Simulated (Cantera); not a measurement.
Feed: 1 mol TiCl4, 1.3 mol O2, 4.5 mol H2, equilibrated at 1950 K and 1.00 bar.

Cantera equilibrium calculation (NASA polynomials, part measured and part estimated; ideal gas, pure solids and liquids). Candidate condensed phases: H2O, Ti, TiCl2, TiCl3, TiCl4, TiO, TiO2, Ti2O3, Ti3O5, Ti4O7; 23 gas species. Gases not in the tables: TiO(OH)2. Kinetics and transport are ignored.

Question: What is the equilibrium state?

Answer: 
```
Quantity                                 Value
-----------------------------------  ---------
x(HCl)                                   0.614
x(H2)                                    0.292
x(H2O)                                  0.0924
x(Cl)                                 0.000975
x(H)                                  0.000620
x(TiCl3)                               7.33e-5
x(TiCl4)                               2.60e-5
x(OH)                                  1.78e-5
x(TiOCl2)                              1.72e-5
n(TiO2(rutile))                      0.999 mol
gas amount                           6.505 mol
log10 activity of Ti4O7(s) (absent)      -0.17
log10 activity of Ti4O7(l) (absent)      -0.17
log10 activity of Ti3O5(s) (absent)      -0.25
```
